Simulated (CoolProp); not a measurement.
Vapour-liquid equilibrium of neopentane (1) + n-pentane (2) at 1.06 MPa; x and y are mole fractions of (1).

The numbers come from the multi-fluid Helmholtz-energy mixture model, Lemmon 2006 and Thol 2019; pair parameters Bell 2016 in CoolProp.

### Question
Give the bubble temperature and the first vapour's composition at x = 0.05, 0.35, 0.65. Is there an azeotrope?

### Answer
x = 0.05: 399.2 K, y = 0.074; x = 0.35: 388.9 K, y = 0.455; x = 0.65: 379.8 K, y = 0.744. No azeotrope shows between x = 0.05 and 0.95.

Pair parameters are fitted to limited data, so mixtures are less certain than the pure fluids.
